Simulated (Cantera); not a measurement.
A perfectly stirred reactor is fed with 14.4 % CH₄, 18.0 % O₂, 67.6 % N₂, equivalence ratio 1.6, at 0.987 atm; it is adiabatic with a 598 K inlet, and is followed from long to short residence time, starting on the burning branch (τ in s: 0.2, 0.07, 0.024, 0.0083, 0.0029, 0.00099, 0.00034, 0.00012, 4.1e-05, 1.4e-05).

Detailed kinetics in Cantera: GRI-Mech 3.0 (53 species, 325 reactions).

### Question
Predict: blow-out, bracketed by the residence times tried; x(CH₄) at τ = 0.200 s; x(O₂) at τ = 0.200 s; x(H) at τ = 0.200 s; x(C₂H₆) at τ = 0.200 s; x(H₂) at τ = 0.200 s; x(CH₄) at τ = 0.990 ms; x(O₂) at τ = 0.990 ms; x(H) at τ = 0.990 ms; x(C₂H₆) at τ = 0.990 ms; x(H₂) at τ = 0.990 ms.

### Answer
| Item | Value |
|---|---|
| blow-out, bracketed by the residence times tried | burning at 0.990 ms, out at 0.340 ms |
| x(CH₄) at τ = 0.200 s | 0.000382 |
| x(O₂) at τ = 0.200 s | 6.22e-5 |
| x(H) at τ = 0.200 s | 0.000913 |
| x(C₂H₆) at τ = 0.200 s | 2.69e-8 |
| x(H₂) at τ = 0.200 s | 0.0968 |
| x(CH₄) at τ = 0.990 ms | 0.00468 |
| x(O₂) at τ = 0.990 ms | 0.00531 |
| x(H) at τ = 0.990 ms | 0.00191 |
| x(C₂H₆) at τ = 0.990 ms | 1.56e-5 |
| x(H₂) at τ = 0.990 ms | 0.0786 |
